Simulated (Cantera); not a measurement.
Charge: 1 mol SiCl4, 0.15 mol O2, a varied amount of N2, at 673 K and 29.0 Pa.

Method: chemical equilibrium by Gibbs-energy minimisation in Cantera with the NASA 1993 tables (ideal gas, pure condensed phases). Candidate condensed phases: Si, SiO2, Si2N2O, Si3N4; 23 gas species. The numbers say what is thermodynamically allowed, not how fast it happens.

Problem. At 110 mol N2, list the 3 most abundant gas species with their mole fractions, and the condensed phases.

Solution. N2 0.990, SiCl4 0.00765, Cl2 0.00270. Condensed: SiO2(α-quartz).
